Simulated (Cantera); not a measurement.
Input: 1 mol Si₃N₄, 3.5 mol Cl₂, 20 mol H₂, held at 1673.15 K and 5.80 Pa.

Cantera equilibrium calculation (NASA polynomials, part measured and part estimated; ideal gas, pure solids and liquids). Candidate condensed phases: NH₄Cl, Si, Si₃N₄; 28 gas species. The tables' values for SiCl, SiCl₃, SiN are old estimates; treat these amounts as uncertain. Equilibrium is a limit: real reactors are often held back by kinetics, nucleation or transport.

### Question
What is the equilibrium state?

### Answer
- x(H₂): 0.706
- x(HCl): 0.120
- x(N₂): 0.0772
- x(SiCl₂): 0.0735
- x(H): 0.0126
- x(Si): 0.00722
- x(Cl): 0.00167
- x(SiCl): 0.00153
- x(SiH): 7.81e-5
- n(Si(s)): 0.864 mol
- gas amount: 25.89 mol
